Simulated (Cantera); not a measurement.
An isothermal, constant-pressure homogeneous reactor starts with H2 : O2 = 0.097 : 1 (molar parts), equivalence ratio 0.049, at 1398 K and 3.08 Torr.

Model: GRI-Mech 3.0 (53 species, 325 reactions), integrated in Cantera. Radical loss at walls, strong at low pressure, is not modelled. The temperature is held fixed by assumption; the heat of reaction is taken as removed at once.

Task: Predict: x(H2) at 100 s; x(O2) at 100 s; x(HO2) at 100 s; x(H) at 100 s; x(O) at 100 s; x(OH) at 100 s.

Result: 
| Quantity | Value |
|---|---|
| x(H2) at 100 s | 7.31e-7 (gas-phase equilibrium 6.68e-7) |
| x(O2) at 100 s | 0.907 (gas-phase equilibrium 0.907) |
| x(HO2) at 100 s | 6.25e-8 (gas-phase equilibrium 6.48e-8) |
| x(H) at 100 s | 6.96e-8 (gas-phase equilibrium 6.08e-8) |
| x(O) at 100 s | 1.50e-5 (gas-phase equilibrium 1.37e-5) |
| x(OH) at 100 s | 0.000173 (gas-phase equilibrium 0.000166) |
